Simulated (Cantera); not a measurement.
A closed system holds: 1 mol SiO2, 0.0079 mol C, 0.64 mol H2, 0.0042 mol Si, at 0.0218 Torr.

Method: chemical equilibrium by Gibbs-energy minimisation in Cantera with the NASA 1993 tables (ideal gas, pure condensed phases). Candidate condensed phases: C, C6H6, C7H8, C8H18, H2O, Si, SiC, SiO2; 123 gas species. The tables hold silica as quartz up to 1696 K and as liquid above; real silica turns to tridymite and cristobalite and melts near 1996 K. Equilibrium is a limit: real reactors are often held back by kinetics, nucleation or transport.

### Question
What share of the Si ends up in condensed phases as a function of T (K), at 1548, 1648, 1748, 1848, 1948, 2048, 2148, 2248, 2348, 2448?

### Answer
```tsv
T (K)	Si condensed (%)	as
1548	97.9	SiO2(β-quartz)
1648	95.6	SiO2(β-quartz)
1748	88.7	SiO2(condensed)
1848	73.5	SiO2(condensed)
1948	50.1	SiO2(condensed)
2048	0.0	-
2148	0.0	-
2248	0.0	-
2348	0.0	-
2448	0.0	-
```
